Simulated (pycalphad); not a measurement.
**Effect of Ti content in Si-Ti**

All values are pycalphad results on the COST 507 light-alloy database (1999) (1 atm), not direct measurements. These are 1990s assessments: newer ones move some temperatures and phases. Amounts are mole fractions of atoms. Kinetics are ignored, which matters at the lower temperatures.

```json
[
 {"alloy": "Si-0.4253Ti (wt.%)", "liquidus (°C)": "1413", "first solid": "DIAMOND_A4", "solidus (°C)": "1331", "phases at 227 °C": "DIAMOND_A4 0.99, SI2TI 0.01"},
 {"alloy": "Si-1.692Ti (wt.%)", "liquidus (°C)": "1410", "first solid": "DIAMOND_A4", "solidus (°C)": "1331", "phases at 227 °C": "DIAMOND_A4 0.97, SI2TI 0.03"},
 {"alloy": "Si-2.53Ti (wt.%)", "liquidus (°C)": "1408", "first solid": "DIAMOND_A4", "solidus (°C)": "1331", "phases at 227 °C": "DIAMOND_A4 0.95, SI2TI 0.05"},
 {"alloy": "Si-6.631Ti (wt.%)", "liquidus (°C)": "1403", "first solid": "DIAMOND_A4", "solidus (°C)": "1331", "phases at 227 °C": "DIAMOND_A4 0.88, SI2TI 0.12"}
]
```

Database names, with the compositions (at.%) that they take in these runs: SI2TI: Si 67 Ti 33. DIAMOND_A4 is diamond (Si).
